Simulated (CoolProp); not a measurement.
Vapour pressure (bar) of fluorine: the reference equation beside estimates from Tc = 144.4 K, pc = 52.40 bar, ω = 0.045.

The numbers come from the reference Helmholtz-energy equation of state, de Reuck 1990 in CoolProp.

```tsv
T (K)	reference	Redlich-Kwong	Soave-Redlich-Kwong	Peng-Robinson
93.8	2.500	2.356	2.529	2.563
97.7	3.533	3.412	3.576	3.603
101.7	4.893	4.819	4.956	4.970
105.6	6.557	6.552	6.647	6.642
109.6	8.657	8.749	8.784	8.752
113.6	11.21	11.42	11.38	11.32
117.5	14.17	14.51	14.40	14.30
121.5	17.75	18.24	18.06	17.92
125.4	21.84	22.46	22.21	22.04
```

Absolute difference from the reference over all 9 rows, mean and median: Redlich-Kwong 2.4 and 2.4 %, Soave-Redlich-Kwong 1.5 and 1.5 %, Peng-Robinson 1.4 and 1.1 %.
